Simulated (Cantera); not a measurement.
Input: 1 mol Cr, 32 mol N2, held at 3.10 bar.

Cantera equilibrium calculation (NASA polynomials, part measured and part estimated; ideal gas, pure solids and liquids). Candidate condensed phases: Cr, CrN, Cr2N; 4 gas species. The numbers say what is thermodynamically allowed, not how fast it happens.

**Question.** Which condensed phases are stable at each of these points (T (K)): 2223, 2273, 2323, 2373, 2423, 2473, 2523, 2573, 2623, 2673, 2723, 2773, 2823?

**Answer.** 
```
T (K)  condensed phases  Cr condensed (%)
-----  ----------------  ----------------
2223              Cr(l)              89.5
2273              Cr(l)              84.0
2323              Cr(l)              76.2
2373              Cr(l)              65.2
2423              Cr(l)              49.8
2473              Cr(l)              28.6
2523           gas only               0.0
2573           gas only               0.0
2623           gas only               0.0
2673           gas only               0.0
2723           gas only               0.0
2773           gas only               0.0
2823           gas only               0.0
```

From 2223 K to 2473 K the condensed part is Cr(l). From 2523 K to 2823 K nothing is condensed.
